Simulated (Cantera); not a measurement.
Charge: 1 mol BN, 3.5 mol O₂, 2.9 mol N₂, equilibrated at 7.50 Torr.

Equilibrium computed with Cantera from the NASA thermochemical tables; the gas is ideal and each condensed phase is pure. Candidate condensed phases: B, BN, B₂O₃; 17 gas species. Equilibrium is a limit: real reactors are often held back by kinetics, nucleation or transport.

log p: log10 of the partial pressure in bar; n: condensed amount in mol.

```json
[
 {"T (°C)": "652", "log p N₂": "-2.26", "log p O₂": "-2.35", "log p B₂O₃": "-13.17", "log p NO": "-6.80", "log p BO₂": "[?]", "log p O": "-12.05", "log p NO₂": "-8.66", "n B₂O₃(l)": "0.500"},
 {"T (°C)": "727", "log p N₂": "-2.26", "log p O₂": "-2.35", "log p B₂O₃": "-11.47", "log p NO": "-6.42", "log p BO₂": "[?]", "log p O": "-10.98", "log p NO₂": "-8.52", "n B₂O₃(l)": "0.500"},
 {"T (°C)": "802", "log p N₂": "-2.26", "log p O₂": "-2.35", "log p B₂O₃": "-10.03", "log p NO": "-6.08", "log p BO₂": "[?]", "log p O": "-10.06", "log p NO₂": "-8.40", "n B₂O₃(l)": "0.500"},
 {"T (°C)": "877", "log p N₂": "-2.26", "log p O₂": "-2.35", "log p B₂O₃": "-8.78", "log p NO": "-5.79", "log p BO₂": "[?]", "log p O": "-9.26", "log p NO₂": "-8.29", "n B₂O₃(l)": "0.500"},
 {"T (°C)": "952", "log p N₂": "-2.26", "log p O₂": "-2.35", "log p B₂O₃": "-7.69", "log p NO": "-5.54", "log p BO₂": "[?]", "log p O": "-8.55", "log p NO₂": "-8.20", "n B₂O₃(l)": "0.500"},
 {"T (°C)": "1027", "log p N₂": "-2.26", "log p O₂": "-2.35", "log p B₂O₃": "-6.73", "log p NO": "-5.32", "log p BO₂": "[?]", "log p O": "-7.93", "log p NO₂": "-8.11", "n B₂O₃(l)": "0.500"},
 {"T (°C)": "1102", "log p N₂": "-2.26", "log p O₂": "-2.35", "log p B₂O₃": "-5.88", "log p NO": "-5.12", "log p BO₂": "[?]", "log p O": "-7.37", "log p NO₂": "-8.04", "n B₂O₃(l)": "0.499"},
 {"T (°C)": "1177", "log p N₂": "-2.26", "log p O₂": "-2.35", "log p B₂O₃": "-5.12", "log p NO": "-4.94", "log p BO₂": "[?]", "log p O": "-6.87", "log p NO₂": "-7.97", "n B₂O₃(l)": "0.495"},
 {"T (°C)": "1252", "log p N₂": "-2.26", "log p O₂": "-2.35", "log p B₂O₃": "-4.45", "log p NO": "-4.78", "log p BO₂": "[?]", "log p O": "-6.42", "log p NO₂": "-7.91", "n B₂O₃(l)": "0.477"}
]
```

**Question.** Complete the blanks.

**Answer.** 
- 652, log p BO₂: -12.73
- 727, log p BO₂: -11.31
- 802, log p BO₂: -10.10
- 877, log p BO₂: -9.04
- 952, log p BO₂: -8.12
- 1027, log p BO₂: -7.31
- 1102, log p BO₂: -6.59
- 1177, log p BO₂: -5.94
- 1252, log p BO₂: -5.36
